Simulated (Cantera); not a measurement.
## Dilute partial oxidation

An isothermal, constant-pressure homogeneous reactor starts with CH₄ : O₂ : N₂ = 0.0098 : 0.0039 : 1 (molar parts), equivalence ratio 5.0, at 1450 K and 4.93 atm.

Cantera simulation using GRI-Mech 3.0 (53 species, 325 reactions); the numbers are that mechanism's predictions, not measurements.

```csv
t (s),x CH₄,x O₂,x CO₂,x HCO,x CH₂,x NO,x CO
4.00e-5,0.00967,0.00385,1.68e-12,<1e-12,<1e-12,<1e-12,5.47e-12
0.000175,0.00967,0.00385,7.95e-11,<1e-12,2.27e-12,<1e-12,3.00e-10
0.000761,0.00966,0.00385,3.82e-9,5.50e-12,2.09e-11,<1e-12,2.92e-8
0.00332,0.00962,0.00383,6.39e-8,6.99e-11,6.23e-11,<1e-12,1.63e-6
0.0145,0.00932,0.00373,1.23e-6,5.23e-10,3.35e-10,3.93e-12,6.04e-5
0.0632,0.00626,0.00199,7.59e-5,1.21e-9,6.58e-9,9.06e-10,0.00128
0.276,0.00392,5.89e-5,0.000253,1.70e-11,6.08e-10,2.19e-9,0.00270
1.20,0.00300,1.08e-8,0.000358,8.69e-12,1.16e-10,5.64e-10,0.00266
5.25,0.00160,<1e-12,0.000469,1.07e-11,7.06e-11,8.08e-11,0.00268
22.9,0.000797,<1e-12,0.000423,1.50e-11,4.16e-11,4.81e-11,0.00329
100,0.000652,<1e-12,0.000322,2.39e-11,2.18e-11,2.35e-11,0.00480
```
x: mole fraction; the columns are a selection and need not sum to one.

Equilibrium at this temperature and pressure: CH₄ 7.06e-5, O₂ <1e-12, CO₂ 2.24e-8, HCO 4.30e-11, CH₂ 1.11e-12, NO <1e-12, CO 0.00759 (gas phase only).
